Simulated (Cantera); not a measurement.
Equilibrium for metals in furnace atmospheres: Fe + SO2 + N2

Input: 1 mol Fe, 0.058 mol SO2, 43 mol N2, held at 3.45 Torr.

Equilibrium computed with Cantera from the NASA thermochemical tables; the gas is ideal and each condensed phase is pure. Candidate condensed phases: Fe, FeO, FeS, FeSO4, FeS2, Fe2O3, Fe2(SO4)3, Fe3O4, S; 19 gas species. Metal and sulfide melt together well below either melting point, which pure phases cannot show. Mutual solubility and eutectic melting of coexisting phases are not modelled. The tables' stoichiometric FeO is somewhat more stable than real wüstite, so its field is too wide. FeO, FeS: taken at fixed stoichiometry. Gases not in the tables: S3 to S7. Equilibrium is a limit: real reactors are often held back by kinetics, nucleation or transport.

From 1023 K to 1173 K the condensed part is Fe(α) + FeO(s) + FeS(s). From 1223 K to 1373 K the condensed part is Fe(γ) + FeO(s) + FeS(s). From 1423 K to 1623 K the condensed part is Fe(γ) + FeO(s).

```csv
T (K),x N2,x S2,x Fe,x SO2,x SO,n Fe(α),n FeO(s),n FeS(s),n Fe(γ)
1023,1.00,3.31e-8,9.74e-12,1.24e-9,1.67e-10,0.826,0.116,0.0580,0
1073,1.00,1.85e-7,9.01e-11,7.76e-9,1.25e-9,0.826,0.116,0.0580,0
1123,1.000,8.92e-7,6.77e-10,4.19e-8,7.91e-9,0.826,0.116,0.0579,0
1173,1.000,3.77e-6,4.27e-9,1.96e-7,4.27e-8,0.826,0.116,0.0577,0
1223,1.000,1.42e-5,2.30e-8,8.12e-7,2.01e-7,0,0.116,0.0567,0.827
1273,1.000,4.79e-5,1.08e-7,3.00e-6,8.39e-7,0,0.116,0.0537,0.831
1323,1.000,0.000147,4.52e-7,9.98e-6,3.12e-6,0,0.115,0.0447,0.840
1373,1.000,0.000415,1.70e-6,3.03e-5,1.05e-5,0,0.113,0.0204,0.867
1423,0.999,0.000626,5.79e-6,6.43e-5,2.47e-5,0,0.109,0,0.890
1473,0.999,0.000594,1.82e-5,0.000104,4.40e-5,0,0.105,0,0.894
1523,0.999,0.000547,5.28e-5,0.000160,7.40e-5,0,0.0990,0,0.899
1573,0.999,0.000483,0.000143,0.000234,0.000117,0,0.0908,0,0.903
1623,0.999,0.000402,0.000363,0.000322,0.000175,0,0.0807,0,0.904
```
x: gas mole fraction; n: condensed amount in mol.
